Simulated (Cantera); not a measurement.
# Low-pressure radical oxidation in H2/O2

An isothermal, constant-pressure homogeneous reactor starts with H2 : O2 = 0.34 : 1 (molar parts), at 1200 K and 0.975 Torr.

Model: the H2/O2 subset of GRI-Mech 3.0, which has no nitrogen chemistry, integrated in Cantera. Radical loss at walls, strong at low pressure, is not modelled. The temperature is held fixed by assumption; the heat of reaction is taken as removed at once.

| t (s) | x H2 | x O2 | x H | x H2O2 | x H2O | x O | x OH |
|---|---|---|---|---|---|---|---|
| 1.00e-5 | 0.254 | 0.746 | 1.68e-10 | <1e-12 | <1e-12 | 1.47e-12 | 1.45e-12 |
| 2.90e-5 | 0.254 | 0.746 | 4.81e-10 | <1e-12 | <1e-12 | 1.21e-11 | 1.17e-11 |
| 8.42e-5 | 0.254 | 0.746 | 1.35e-9 | <1e-12 | 1.93e-11 | 9.58e-11 | 8.70e-11 |
| 0.000244 | 0.254 | 0.746 | 3.82e-9 | 1.01e-12 | 3.80e-10 | 7.07e-10 | 5.58e-10 |
| 0.000709 | 0.254 | 0.746 | 1.35e-8 | 8.52e-12 | 6.56e-9 | 5.08e-9 | 3.30e-9 |
| 0.00206 | 0.254 | 0.746 | 1.35e-7 | 7.14e-11 | 1.67e-7 | 6.72e-8 | 3.98e-8 |
| 0.00597 | 0.254 | 0.746 | 5.00e-5 | 6.08e-10 | 7.56e-5 | 2.56e-5 | 1.50e-5 |
| 0.0173 | 0.0151 | 0.609 | 0.100 | 3.25e-8 | 0.183 | 0.0811 | 0.0117 |
| 0.0503 | 0.0131 | 0.609 | 0.0954 | 3.01e-8 | 0.189 | 0.0827 | 0.0111 |
| 0.146 | 0.0125 | 0.617 | 0.0853 | 3.25e-8 | 0.198 | 0.0762 | 0.0109 |
| 0.423 | 0.0105 | 0.639 | 0.0603 | 3.91e-8 | 0.221 | 0.0597 | 0.0102 |
| 1.23 | 0.00557 | 0.677 | 0.0201 | 5.25e-8 | 0.261 | 0.0282 | 0.00761 |
| 3.56 | 0.000987 | 0.704 | 0.00140 | 4.69e-8 | 0.286 | 0.00476 | 0.00326 |
| 10.3 | 9.80e-5 | 0.709 | 4.34e-5 | 1.92e-8 | 0.290 | 0.000470 | 0.00103 |
| 30.0 | 1.36e-5 | 0.709 | 2.25e-6 | 6.43e-9 | 0.290 | 6.53e-5 | 0.000385 |
x: mole fraction; the columns are a selection and need not sum to one.

Equilibrium at this temperature and pressure: H2 1.22e-7, O2 0.709, H 1.93e-9, H2O2 2.11e-10, H2O 0.291, O 5.89e-7, OH 3.65e-5 (gas phase only).
